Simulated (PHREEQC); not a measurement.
## Polishing slurry liquid (model solution)

Make-up at 25 °C: 0.017 mol NH3 and 0.00023 mol K2SO4 per kg of water. It is in equilibrium with CO2 at log p = -1 (atm). Otherwise closed; pH follows from the charge balance.

All values are PHREEQC results (ion-association model, phreeqc.dat), not measurements.

Precipitation was switched off in this run.

Task: Estimate the pH, ionic strength.

Result: pH 6.99; ionic strength 0.0176 mol/kgw.

Task: In which forms is C present?

Result: HCO3- 83 %, CO2 17 % of the C.

Carbamate, which ammonia and carbonate form, is missing from the database.
